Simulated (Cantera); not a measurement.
A closed system holds: 1 mol SiH2Cl2, 0.061 mol HCl, a varied amount of H2, equilibrated at 1048 K and 101000 Pa.

Cantera equilibrium calculation (NASA polynomials, part measured and part estimated; ideal gas, pure solids and liquids). Candidate condensed phases: Si; 19 gas species. Equilibrium is a limit: real reactors are often held back by kinetics, nucleation or transport.

Task: What share of the Si ends up in condensed phases as a function of n(H2) (mol), at 68, 89, 110, 130, 150, 170, 190, 210, 230, 250, 270?

Result: 
| n(H2) (mol) | Si condensed (%) | as |
|---|---|---|
| 68 | 51.7 | Si(s) |
| 89 | 53.9 | Si(s) |
| 110 | 55.9 | Si(s) |
| 130 | 57.8 | Si(s) |
| 150 | 59.4 | Si(s) |
| 170 | 61.0 | Si(s) |
| 190 | 62.5 | Si(s) |
| 210 | 63.9 | Si(s) |
| 230 | 65.3 | Si(s) |
| 250 | 66.5 | Si(s) |
| 270 | 67.7 | Si(s) |
